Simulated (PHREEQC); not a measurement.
PHREEQC input (ion-association model, wateq4f.dat):

```
SOLUTION_MASTER_SPECIES
  An  An-  0  An  62.0  # stands for a non-complexing anion
SOLUTION_SPECIES
  An- = An-
    -log_k 0
    -gamma 3.0 0
PHASES
  Fix_H+
    H+ = H+
    -log_k 0
SOLUTION 1
  temp 25
  units mmol/kgw
  pH 7 charge
  Cl 0.094
  Mg 0.047
  Na 1
  An 1
END
SELECTED_OUTPUT 1
  -reset false
  -pH true
  -pe true
  -ionic_strength true
  -water true
  -totals Cl Mg Na
  -molalities Hfo_wOH Hfo_wOH2+ Hfo_wO- Hfo_sOH Hfo_sOH2+ Hfo_sO- Hfo_wOMg+
  -saturation_indices Brucite Halite
USER_PUNCH 1
  -headings sigma psi
  10 PUNCH EDL("sigma", "Hfo"), EDL("psi", "Hfo")
PRINT
  -reset false
USE solution 1
SURFACE 1
  Hfo_wOH 4.04494e-05 600 0.018
  Hfo_sOH 1.01124e-06
EQUILIBRIUM_PHASES 1
  Fix_H+ -4 HAn 10
    -force_equality true
  O2(g) -0.68 10
END
# ... the last block is repeated for the other 12 points of pH, with NaOH or the acid as the point needs
```

Selected output (columns that matter, 13 of 13 rows; pH added in front):

```
pH	mu	Mg	Na	m_Hfo_wOH	m_Hfo_wOH2+	m_Hfo_wO-	m_Hfo_sOH	m_Hfo_sOH2+	m_Hfo_sO-	m_Hfo_wOMg+	si_Brucite	si_Halite	sigma	psi
4	0.0012516	4.7e-05	0.001	2.5149e-05	1.4287e-05	1.0142e-06	6.2872e-07	3.5717e-07	2.5354e-08	7.4035e-14	-13.236	-8.6433	0.12155	0.20915
4.5	0.0011784	4.7e-05	0.001	2.8138e-05	1.0601e-05	1.711e-06	7.0345e-07	2.6502e-07	4.2774e-08	5.5173e-13	-12.234	-8.6424	0.081412	0.19012
5	0.0011543	4.7e-05	0.001	2.9754e-05	8.2324e-06	2.4635e-06	7.4384e-07	2.0581e-07	6.1587e-08	4.2909e-12	-11.233	-8.642	0.052832	0.16848
5.5	0.0011461	4.7e-05	0.001	3.0529e-05	6.7624e-06	3.1575e-06	7.6324e-07	1.6906e-07	7.8937e-08	3.5265e-11	-10.233	-8.6419	0.033014	0.14461
6	0.0011431	4.7e-05	0.001	3.0859e-05	5.8796e-06	3.7104e-06	7.7149e-07	1.4699e-07	9.2762e-08	3.0666e-10	-9.2327	-8.6419	0.019868	0.11891
6.5	0.001142	4.6997e-05	0.001	3.0984e-05	5.3581e-06	4.1045e-06	7.7466e-07	1.3396e-07	1.0262e-07	2.7947e-09	-8.2327	-8.6419	0.011505	0.091818
7	0.0011414	4.6974e-05	0.001	3.1012e-05	5.0364e-06	4.3746e-06	7.7581e-07	1.2599e-07	1.0944e-07	2.6256e-08	-7.2329	-8.6419	0.006295	0.063854
7.5	0.0011409	4.6755e-05	0.0010005	3.0862e-05	4.7155e-06	4.6273e-06	7.7625e-07	1.186e-07	1.1639e-07	2.4468e-07	-6.235	-8.6417	0.002994	0.035843
8	0.0011401	4.515e-05	0.0010046	2.9506e-05	3.6934e-06	5.3999e-06	7.7301e-07	9.6762e-08	1.4147e-07	1.8503e-06	-5.2502	-8.6398	0.00088505	0.011386
8.5	0.0011373	4.0088e-05	0.0010172	2.3704e-05	1.5549e-06	8.2783e-06	7.1474e-07	4.6884e-08	2.4962e-07	6.9125e-06	-4.3021	-8.6344	-0.00012244	-0.0015898
9	0.0011382	3.3939e-05	0.0010367	1.4046e-05	3.478e-07	1.2995e-05	5.186e-07	1.2841e-08	4.798e-07	1.3061e-05	-3.3754	-8.6262	-0.00047404	-0.0061392
9.5	0.0011563	2.9626e-05	0.001068	6.2537e-06	5.343e-08	1.6768e-05	2.7406e-07	2.3415e-09	7.3484e-07	1.7374e-05	-2.4379	-8.6135	-0.00065347	-0.0083795
10	0.0012248	2.7536e-05	0.001144	2.3199e-06	6.6077e-09	1.8659e-05	1.1179e-07	3.1841e-10	8.9913e-07	1.9464e-05	-1.4809	-8.5846	-0.00078265	-0.0097359
```
